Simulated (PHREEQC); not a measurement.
1 kg of water holding 53 mmol/kgw Na2SO4 meets 20 L of dry gas (CH4 1 by moles) at fixed total pressure, at 80 °C; fugacities by Peng-Robinson. The gases take part in no redox reaction, some water evaporates into the gas, and hydrates or a liquid gas phase aren't modelled. No solid was allowed to form.

Computed with PHREEQC (ion-association model, phreeqc.dat).

```json
[
 {"P (atm)": "2", "dissolved CH4 (mol/kgw)": "0.00143", "φ of CH4": "0.998"},
 {"P (atm)": "5", "dissolved CH4 (mol/kgw)": "0.00419", "φ of CH4": "0.994"},
 {"P (atm)": "10", "dissolved CH4 (mol/kgw)": "0.00870", "φ of CH4": "0.988"},
 {"P (atm)": "20", "dissolved CH4 (mol/kgw)": "0.0174", "φ of CH4": "0.976"},
 {"P (atm)": "30", "dissolved CH4 (mol/kgw)": "0.0257", "φ of CH4": "0.965"},
 {"P (atm)": "40", "dissolved CH4 (mol/kgw)": "0.0337", "φ of CH4": "0.954"},
 {"P (atm)": "50", "dissolved CH4 (mol/kgw)": "0.0413", "φ of CH4": "0.944"},
 {"P (atm)": "75", "dissolved CH4 (mol/kgw)": "0.0589", "φ of CH4": "0.920"},
 {"P (atm)": "100", "dissolved CH4 (mol/kgw)": "0.0748", "φ of CH4": "0.899"},
 {"P (atm)": "150", "dissolved CH4 (mol/kgw)": "0.102", "φ of CH4": "0.865"},
 {"P (atm)": "200", "dissolved CH4 (mol/kgw)": "0.125", "φ of CH4": "0.841"},
 {"P (atm)": "300", "dissolved CH4 (mol/kgw)": "0.164", "φ of CH4": "0.816"},
 {"P (atm)": "400", "dissolved CH4 (mol/kgw)": "0.195", "φ of CH4": "0.813"}
]
```

Complexes and solids missing from the database can't appear. Constants without temperature data keep their 25 °C values here.
